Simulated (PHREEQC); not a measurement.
A PHREEQC input (ion-association model, phreeqc.dat):

```
SOLUTION 1
  temp 75
  units mg/L
  pH 6.3
  pe 9.3
  Na 2440
  K 420
  Ca 426
  Mg 1020
  Cl 6740
  S(6) 1440 as SO4
  Alkalinity 21 as HCO3
  Li 0.496
END
USE solution 2
EQUILIBRIUM_PHASES 1
  CO2(g) -2.5 10
END
```

It stops with these messages:

```
ERROR: Solution 2 not found.
```

The fault: USE names a solution that was never defined. The line should read `USE solution 1` where the input has `USE solution 2`. With the mend the run ends at pH 6.94 and ionic strength 0.255 mol/kgw.
